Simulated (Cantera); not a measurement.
A perfectly stirred reactor is fed with 1.12 % H₂, 65.9 % O₂, 33.0 % N₂, equivalence ratio 0.0085, at 10.00 Torr; it is held at 1075 K, and followed from long to short residence time.

Computed with Cantera and GRI-Mech 3.0 (53 species, 325 reactions). Radical loss at walls, strong at low pressure, is not modelled.

One state of this run: x H₂ = 0.000253; x O₂ = 0.655; x N₂O = 3.84e-9; x H₂O₂ = 3.31e-8; x HO₂ = 1.30e-6; x O = 0.00280; x NO = 1.11e-8. x: mole fraction; the columns are a selection and need not sum to one.

Problem. Which value of τ (s) does it belong to?
(A) 0.53
(B) 0.039
(C) 7.0
(D) 0.22

Solution. D, 0.22
